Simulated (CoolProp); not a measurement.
Vapour-liquid equilibrium of methane (1) + ethylene (2) at -119.45 °C; x and y are mole fractions of (1).

Values from CoolProp's multi-fluid Helmholtz-energy mixture model, Setzmann 1991 and Smukala 2000; pair parameters Bell 2016.

Question: Give the bubble pressure and the first vapour's composition at x = 0.25, 0.35, 0.65. Is there an azeotrope?

Answer: x = 0.25: 4.020 bar, y = 0.921; x = 0.35: 5.249 bar, y = 0.943; x = 0.65: 8.335 bar, y = 0.974. No azeotrope shows between x = 0.05 and 0.95.

Pair parameters are fitted to limited data, so mixtures are less certain than the pure fluids. The gap from Raoult's law changes sign with composition, which may be real or a fault of the pair parameters; it wasn't checked against measurements.
